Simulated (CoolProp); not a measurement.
Model: reference Helmholtz-energy equation of state, Span 1996, in CoolProp.

Q: For carbon dioxide, give the phase and the cp (kJ/(kg K)), speed of sound (m/s), Prandtl number at 41.55 °C and 0.913 MPa; 172.95 °C and 0.913 MPa.

A: 
- 41.55 °C and 0.913 MPa: gas; cp 0.917, speed of sound 270, Prandtl number 0.788
- 172.95 °C and 0.913 MPa: gas; cp 0.993, speed of sound 322, Prandtl number 0.750

Viscosity comes from a separate model (Laesecke 2017). Thermal conductivity comes from a separate model (Huber 2016).
